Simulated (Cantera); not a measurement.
Input (Python, Cantera) and output of one run.

```python
import numpy as np
import cantera as ct

gas_names = """
    H HNO HNO2 HNO3 HO2 H2 H2O H2O2 N NH NH2 NH3 NH2OH NO NO2 NO3 N2 N2H2 N2H4 N2O O OH O2 O3 V VN VO
    VO2
""".split()
cond_names = """
    H2O(s) H2O(L) V(cr) V(L) VN(s) VO(s) VO(L) V2O3(s) V2O3(L) V2O4(I) V2O4(II) V2O4(L) V2O5(s) V2O5(L)
""".split()


# ... load() reads the species with a 1 bar reference pressure and builds the phases ...
atoms = {
    'V2O3': {'V': 2, 'O': 3},
    'H2': {'H': 2},
    'N2': {'N': 2},
}
top_T = {'VN(s)': 2300}  # K; cautious upper limits of use, not melting points


# ... equilibrate(T, P, feed) seeds the gas with the atoms and calls Mixture.equilibrate('TP', solver="vcs", rtol=1e-11, max_steps=5000) ...
results = []
feed = {'V2O3': 1, 'H2': 8.6, 'N2': 76}  # mol
T = 2125  # K
P = 12  # Pa
mix = equilibrate(T, P, feed)
results.append((T, P, feed, dict(zip(mix.species_names, mix.species_moles))))
x = sorted(zip(gas.X, gas.species_names), reverse=True)
print(f"T = {T:g} K  P = {P:g} Pa  gas = {mix.phase_moles(0):.4g} mol")
print("   x: " + "  ".join(f"{s} {v:.3e}" for v, s in x if v > 0.001))
print("   condensed (mol): " + ("  ".join(f"{mix.phase(i).name} {mix.phase_moles(i):.4g}"
      for i in range(1, mix.n_phases) if mix.phase_moles(i) > 1e-12) or "none"))
```

Result:

```
T = 2125 K  P = 12 Pa  gas = 90.14 mol
   x: N2 8.431e-01  H 7.831e-02  H2 5.581e-02  VO2 1.144e-02  VO 9.840e-03
   condensed (mol): none
```

These are equilibrium values from Cantera (NASA tables, ideal gas, pure condensed phases), not measurements of a reactor.
